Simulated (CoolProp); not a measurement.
CH2F2 (R32) along the isobar 5.9 MPa: fugacity coefficient from the reference equation and from simpler models built on Tc = 351.3 K, pc = 5.783 MPa, ω = 0.277; each cubic takes its own stable root.

Computed with CoolProp (reference Helmholtz-energy equation of state, Tillner-Roth 1997).

```tsv
T (K)	phase	reference
166.6	liquid	0.0004092
193.4	liquid	0.003676
220.3	liquid	0.01777
247.1	liquid	0.05662
273.9	liquid	0.1358
300.8	liquid	0.2658
327.6	liquid	0.4435
354.5	supercritical	0.6401
381.3	supercritical	0.7278
408.2	supercritical	0.7872
435	supercritical	0.8312
```

### Question
How far does each simpler model (van der Waals, Redlich-Kwong, Soave-Redlich-Kwong, Peng-Robinson) lie from the reference over these 11 states: mean and median of the absolute difference, and the worst?

### Answer
- van der Waals: mean 796.8 %, median 67.3 %, worst +6029.0 % at 166.6 K and 5.9 MPa
- Redlich-Kwong: mean 57.3 %, median 28.0 %, worst +212.6 % at 166.6 K and 5.9 MPa
- Soave-Redlich-Kwong: mean 5.4 %, median 5.0 %, worst +8.9 % at 300.8 K and 5.9 MPa
- Peng-Robinson: mean 2.1 %, median 1.4 %, worst +4.9 % at 300.8 K and 5.9 MPa
